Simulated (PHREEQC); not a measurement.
**Copper plating or etch bath (model solution)**

Consider water at 85 °C with 0.0017 mol CuSO4, 0.0096 mol HCl and 0.011 mol FeCl3 per kg of water. It is in equilibrium with CO2 at log p = -3.5 (atm). Otherwise closed; pH follows from the charge balance.

Computed with PHREEQC (ion-association model, phreeqc.dat).

Precipitation was switched off in this run.

Task: Predict the pH, ionic strength.

Result: pH 1.88; ionic strength 0.0562 mol/kgw.

Task: In which forms is Cl present?

Result: Cl- 93 %, FeCl+2 5.7 %, CuCl+ 1.3 % of the Cl.

The solution is supersaturated, for example in Hematite (slow to form), Goethite (slow to form), so a real one may precipitate; this is no full list. Species that the database lacks are ignored. Away from 25 °C the constants follow the database's enthalpies or fits; those with neither stay at their 25 °C values.
